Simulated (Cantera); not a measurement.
Input: 1 mol Fe2O3, 2 mol H2O, 0.025 mol O2, at 1.20 bar.

Method: chemical equilibrium by Gibbs-energy minimisation in Cantera with the NASA 1993 tables (ideal gas, pure condensed phases). Candidate condensed phases: Fe, FeO, Fe(OH)2, Fe(OH)3, Fe2O3, Fe3O4, H2O; 12 gas species. Mutual solubility and eutectic melting of coexisting phases are not modelled. Rates play no part.

x: gas mole fraction; n: condensed amount in mol.

```csv
T (K),x H2O,x O2,x OH,x H2,x Fe(OH)2,n Fe2O3(s),n Fe3O4(s)
1200,0.988,0.0123,4.43e-6,1.03e-7,(withheld),1.00,0
1250,0.988,0.0123,8.50e-6,2.80e-7,(withheld),1.00,0
1300,0.988,0.0123,1.55e-5,7.04e-7,(withheld),1.00,0
1350,0.988,0.0123,2.71e-5,1.66e-6,(withheld),1.00,0
1400,0.988,0.0123,4.55e-5,3.67e-6,(withheld),1.00,0
1450,0.988,0.0123,7.37e-5,7.69e-6,(withheld),1.000,0
1500,0.988,0.0123,0.000116,1.54e-5,(withheld),1.000,0
1550,0.985,0.0148,0.000184,2.67e-5,(withheld),0.970,0.0203
1600,0.954,0.0457,0.000357,2.70e-5,(withheld),0.574,0.284
1650,0.912,0.0873,0.000594,3.31e-5,(withheld),0,0.667
1700,0.912,0.0872,0.000842,5.66e-5,(withheld),0,0.667
```

Complete the blanks.


- 1200, x Fe(OH)2: 2.42e-9
- 1250, x Fe(OH)2: 8.54e-9
- 1300, x Fe(OH)2: 2.73e-8
- 1350, x Fe(OH)2: 8.01e-8
- 1400, x Fe(OH)2: 2.17e-7
- 1450, x Fe(OH)2: 5.50e-7
- 1500, x Fe(OH)2: 1.31e-6
- 1550, x Fe(OH)2: 2.80e-6
- 1600, x Fe(OH)2: 4.36e-6
- 1650, x Fe(OH)2: 6.98e-6
- 1700, x Fe(OH)2: 1.25e-5
